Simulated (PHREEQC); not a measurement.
PHREEQC input (ion-association model, wateq4f.dat):

```
SOLUTION_MASTER_SPECIES
  An  An-  0  An  62.0  # stands for a non-complexing anion
SOLUTION_SPECIES
  An- = An-
    -log_k 0
    -gamma 3.0 0
PHASES
  Fix_H+
    H+ = H+
    -log_k 0
SOLUTION 1
  temp 25
  units mmol/kgw
  pH 7 charge
  Na 10
  An 10
END
SELECTED_OUTPUT 1
  -reset false
  -pH true
  -pe true
  -ionic_strength true
  -water true
  -totals Na
  -molalities Hfo_wOH Hfo_wOH2+ Hfo_wO- Hfo_sOH Hfo_sOH2+ Hfo_sO-
USER_PUNCH 1
  -headings sigma psi
  10 PUNCH EDL("sigma", "Hfo"), EDL("psi", "Hfo")
PRINT
  -reset false
USE solution 1
SURFACE 1
  Hfo_wOH 5.39326e-05 600 0.024
  Hfo_sOH 1.34831e-06
EQUILIBRIUM_PHASES 1
  Fix_H+ -3 HAn 10
    -force_equality true
  O2(g) -0.68 10
END
# ... the last block is repeated for the other 16 points of pH, with NaOH or the acid as the point needs
```

Selected output (columns that matter, 12 of 17 rows; pH added in front):

```
pH	mu	Na	m_Hfo_wOH	m_Hfo_wOH2+	m_Hfo_wO-	m_Hfo_sOH	m_Hfo_sOH2+	m_Hfo_sO-	sigma	psi
3	0.011123	0.01	6.6653e-06	4.7246e-05	2.1541e-08	1.6663e-07	1.1811e-06	5.3853e-10	0.32436	0.20346
3.38	0.010479	0.01	1.1875e-05	4.198e-05	7.6958e-08	2.9689e-07	1.0495e-06	1.924e-09	0.28781	0.19886
4.12	0.010098	0.01	2.3682e-05	2.982e-05	4.3085e-07	5.9204e-07	7.455e-07	1.0771e-08	0.20186	0.1816
4.5	0.010047	0.01	2.9032e-05	2.41e-05	8.0117e-07	7.2579e-07	6.025e-07	2.0029e-08	0.16003	0.16983
5.25	0.010013	0.01	3.6406e-05	1.5577e-05	1.9493e-06	9.1016e-07	3.8942e-07	4.8732e-08	0.0936	0.14249
5.62	0.010008	0.01	3.8517e-05	1.275e-05	2.6657e-06	9.6292e-07	3.1874e-07	6.6641e-08	0.069263	0.12719
6.38	0.010003	0.01	4.0652e-05	9.1376e-06	4.1431e-06	1.0163e-06	2.2844e-07	1.0358e-07	0.034304	0.09218
6.75	0.010002	0.01	4.1055e-05	8.1242e-06	4.7529e-06	1.0264e-06	2.031e-07	1.1882e-07	0.023156	0.073566
7.5	0.010001	0.01	4.1356e-05	6.8879e-06	5.6885e-06	1.0339e-06	1.722e-07	1.4221e-07	0.0082383	0.033627
7.88	0.010001	0.01	4.1395e-05	6.4827e-06	6.0552e-06	1.0349e-06	1.6207e-07	1.5138e-07	0.0029364	0.01273
8.62	0.010005	0.010006	4.1371e-05	5.7891e-06	6.7728e-06	1.0343e-06	1.4473e-07	1.6932e-07	-0.0067565	-0.028154
9	0.010012	0.010013	4.1292e-05	5.3808e-06	7.2594e-06	1.0323e-06	1.3452e-07	1.8148e-07	-0.012903	-0.048802
```

The oxide is taken as insoluble; below pH 4 it would dissolve.
